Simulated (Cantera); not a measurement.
What does this Cantera script print?

```python
import numpy as np
import cantera as ct

gas_names = """
    H HO2 H2 H2O H2O2 H2S H2SO4 O OH O2 O3 S SH SO SO2 SO3 S2 S2O S8
""".split()
cond_names = """
    H2O(s) H2O(L) H2SO4(L) S(cr1) S(cr2) S(L)
""".split()


def load(file, names, dense=False):
    # The tables refer to 1 bar. Condensed volumes are neglected.
    table = {s.name: s for s in ct.Species.list_from_file(file)}
    out = []
    for n in names:
        d = dict(table[n].input_data)
        d["thermo"] = dict(d["thermo"], **{"reference-pressure": 1e5})
        if dense:
            d["equation-of-state"] = {"model": "constant-volume", "density": "1e6 g/cm^3"}
        out.append(ct.Species.from_dict(d))
    return out


gas = ct.Solution(thermo="ideal-gas", species=load("nasa_gas.yaml", gas_names))
cond = {s.name: ct.Solution(thermo="fixed-stoichiometry", species=[s], name=s.name)
        for s in load("nasa_condensed.yaml", cond_names, dense=True)}
atoms = {
    'H2S': {'H': 2, 'S': 1},
    'H2O': {'H': 2, 'O': 1},
    'O2': {'O': 2},
    'H2': {'H': 2},
}
top_T = {}  # K; cautious upper limits of use, not melting points


def equilibrate(T, P, feed):
    n = {}
    for name, mol in feed.items():
        for a, k in atoms[name].items():
            n[a] = n.get(a, 0.0) + k * mol
    gas.TPX = T, P, n
    mass = sum(n.values()) * gas.mean_molecular_weight
    gas.equilibrate("TP")
    valid = [c for c in cond.values() if c.min_temp <= T <= top_T.get(c.name, c.max_temp)]
    mix = ct.Mixture([(gas, mass / gas.mean_molecular_weight)] + [(c, 0.0) for c in valid])
    mix.T, mix.P = T, P
    mix.equilibrate("TP", solver="vcs", rtol=1e-11, max_steps=5000)
    return mix


results = []
feed = {'H2S': 1, 'H2O': 2.7, 'O2': 0.15, 'H2': 0.71}  # mol
P = 60  # Pa
for T in [1225, 1275, 1325, 1375, 1425, 1475, 1525, 1575, 1625, 1675, 1725]:
    mix = equilibrate(T, P, feed)
    results.append((T, P, feed, dict(zip(mix.species_names, mix.species_moles))))

top = {s: max(r[3][s] / sum(r[3][g] for g in gas_names) for r in results) for s in gas_names}
cols = sorted((s for s in top if top[s] > 1e-05), key=lambda s: -top[s])[:9]
seen = [c for c in cond_names if any(r[3].get(c, 0) > 1e-12 for r in results)]
print("log10 of partial pressures in bar; condensed amounts in mol")
print(f"{'T/K':>10s}" + "".join(f"{s[:9]:>10s}" for s in cols + seen))
for T, P, feed, n in results:
    ng = sum(n[g] for g in gas_names)
    print(f"{T:10.4g}" + "".join(f"{np.log10(max(n[s] / ng * P / 1e5, 1e-99)):10.3f}" for s in cols)
          + "".join(f"{n.get(c, 0):10.4g}" for c in seen))
```

It prints:

```
log10 of partial pressures in bar; condensed amounts in mol
       T/K       H2O        H2        S2       SO2       H2S        SO         H        SH         S
      1225    -3.445    -3.782    -4.319    -5.231    -4.674    -6.710    -8.397    -6.422    -8.245
      1275    -3.454    -3.758    -4.313    -5.068    -4.797    -6.424    -8.011    -6.282    -7.880
      1325    -3.466    -3.735    -4.316    -4.926    -4.916    -6.166    -7.654    -6.158    -7.546
      1375    -3.479    -3.712    -4.328    -4.806    -5.029    -5.935    -7.321    -6.046    -7.241
      1425    -3.494    -3.691    -4.346    -4.703    -5.137    -5.726    -7.011    -5.945    -6.961
      1475    -3.510    -3.670    -4.370    -4.618    -5.241    -5.539    -6.722    -5.854    -6.703
      1525    -3.528    -3.650    -4.400    -4.546    -5.341    -5.369    -6.451    -5.773    -6.466
      1575    -3.547    -3.631    -4.436    -4.486    -5.439    -5.217    -6.197    -5.701    -6.248
      1625    -3.566    -3.615    -4.478    -4.437    -5.536    -5.079    -5.959    -5.638    -6.048
      1675    -3.586    -3.599    -4.528    -4.398    -5.633    -4.956    -5.735    -5.584    -5.864
      1725    -3.606    -3.586    -4.587    -4.367    -5.731    -4.845    -5.524    -5.540    -5.697
```

Cantera equilibrium calculation (NASA polynomials, part measured and part estimated; ideal gas, pure solids and liquids). Gases not in the tables: S3 to S7.
